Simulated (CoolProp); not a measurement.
Saturation properties of propylene.

Model: reference Helmholtz-energy equation of state, Lemmon 2013, in CoolProp.

```
T (K)  p (bar)  liquid cp (kJ/(kg K))  surface tension (mN/m)
-----  -------  ---------------------  ----------------------
166.4      ___                  2.066                    25.5
173    0.03962                  2.071                    24.5
179.5  0.06668                  2.078                    23.5
186.1   0.1084                    ___                    22.6
192.6      ___                  2.098                    21.6
199.2   0.2550                  2.112                    20.6
205.8   0.3743                    ___                    19.6
212.3   0.5319                    ___                     ___
218.9   0.7417                  2.166                     ___
225.4    1.007                  2.189                     ___
```

### Question
Complete the blanks.

### Answer

- 166.4, p (bar): 0.02226
- 186.1, liquid cp (kJ/(kg K)): 2.087
- 192.6, p (bar): 0.1685
- 205.8, liquid cp (kJ/(kg K)): 2.128
- 212.3, liquid cp (kJ/(kg K)): 2.146
- 212.3, surface tension (mN/m): 18.7
- 218.9, surface tension (mN/m): 17.7
- 225.4, surface tension (mN/m): 16.8

It boils at 225.5 K under 1 atm.

Surface tension comes from a separate correlation (Mulero 2012).
